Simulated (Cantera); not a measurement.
Feed: 1 mol SiHCl3, 0.32 mol NH3, 96 mol N2, at 1.00 bar.

Cantera equilibrium calculation (NASA polynomials, part measured and part estimated; ideal gas, pure solids and liquids). Candidate condensed phases: NH4Cl, Si, Si3N4; 28 gas species. The tables' values for SiCl3 are old estimates; treat these amounts as uncertain. The numbers say what is thermodynamically allowed, not how fast it happens. All values below are at 1423 K.

Base state: N2 0.978, HCl 0.0168, SiCl4 0.00300, H2 0.00160, SiCl3 0.000429, SiCl2 0.000243, SiHCl3 2.22e-5 (mole fractions); condensed: Si3N4(s).

### Question
What changes in the equilibrium state with this change: N2 from 96 to 3.4 mol?

### Answer
| species | before | after |
|---|---|---|
| N2 | 0.978 | 0.610 |
| HCl | 0.0168 | 0.232 |
| SiCl4 | 0.00300 | 0.0788 |
| H2 | 0.00160 | 0.0699 |
| SiHCl3 | 2.22e-5 | 0.00184 |
| SiCl3 | 0.000429 | 0.00539 |
| SiCl2 | 0.000243 | 0.00146 |
| Si3N4(s), mol | 0.213 | 0.180 |

### Question
What changes in the equilibrium state with this change: N2 from 96 to 4.8 mol?

### Answer
| species | before | after |
|---|---|---|
| N2 | 0.978 | 0.691 |
| HCl | 0.0168 | 0.191 |
| SiCl4 | 0.00300 | 0.0604 |
| H2 | 0.00160 | 0.0515 |
| SiHCl3 | 2.22e-5 | 0.00127 |
| SiCl3 | 0.000429 | 0.00432 |
| Si3N4(s), mol | 0.213 | 0.184 |

### Question
What changes in the equilibrium state with this change: pressure from 1.00 bar to 20.0 Pa?

### Answer
```json
[
 {"species": "N2", "before": "0.978", "after": "0.975"},
 {"species": "HCl", "before": "0.0168", "after": "0.0106"},
 {"species": "SiCl2", "before": "0.000243", "after": "0.00975"},
 {"species": "SiCl4", "before": "0.00300", "after": "3.29e-6"},
 {"species": "SiHCl3", "before": "2.22e-5", "after": "1.12e-7"},
 {"species": "H", "before": "2.66e-7", "after": "3.20e-5"},
 {"species": "Cl", "before": "2.29e-6", "after": "5.98e-5"},
 {"species": "Si3N4(s), mol", "before": "0.213", "after": "0.00962"}
]
```
